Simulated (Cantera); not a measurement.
A perfectly stirred reactor is fed with H₂ : O₂ : N₂ = 0.64 : 1 : 1.7 (molar parts), at 0.710 bar; it is held at 1375 K, and followed from long to short residence time.

Cantera simulation using the H2/O2 subset of GRI-Mech 3.0, which has no nitrogen chemistry; the numbers are that mechanism's predictions, not measurements. The temperature is held fixed by assumption; the heat of reaction is taken as removed at once.

Task: What does this change do: pressure from 0.710 bar to 0.210 bar?

Result: 
```csv
quantity,before,after
x(H₂) at τ = 0.730 s,5.82e-5,0.000129
x(O₂) at τ = 0.730 s,0.225,0.225
x(H₂O₂) at τ = 0.730 s,2.54e-7,2.61e-7
x(OH) at τ = 0.730 s,0.000313,0.000762
x(HO₂) at τ = 0.730 s,2.64e-6,3.22e-6
x(H₂) at τ = 81.0 ms,0.000249,0.000546
x(O₂) at τ = 81.0 ms,0.225,0.224
x(H₂O₂) at τ = 81.0 ms,6.89e-7,6.18e-7
x(OH) at τ = 81.0 ms,0.000649,0.00160
x(HO₂) at τ = 81.0 ms,1.02e-5,1.02e-5
```

Task: What does this change do: pressure from 0.710 bar to 90.0 Torr?

Result: 
| quantity | before | after |
|---|---|---|
| x(H₂) at τ = 0.730 s | 5.82e-5 | 0.000215 |
| x(O₂) at τ = 0.730 s | 0.225 | 0.225 |
| x(H₂O₂) at τ = 0.730 s | 2.54e-7 | 2.44e-7 |
| x(OH) at τ = 0.730 s | 0.000313 | 0.00113 |
| x(HO₂) at τ = 0.730 s | 2.64e-6 | 3.39e-6 |
| x(H₂) at τ = 81.0 ms | 0.000249 | 0.000910 |
| x(O₂) at τ = 81.0 ms | 0.225 | 0.224 |
| x(H₂O₂) at τ = 81.0 ms | 6.89e-7 | 5.40e-7 |
| x(OH) at τ = 81.0 ms | 0.000649 | 0.00236 |
| x(HO₂) at τ = 81.0 ms | 1.02e-5 | 9.25e-6 |
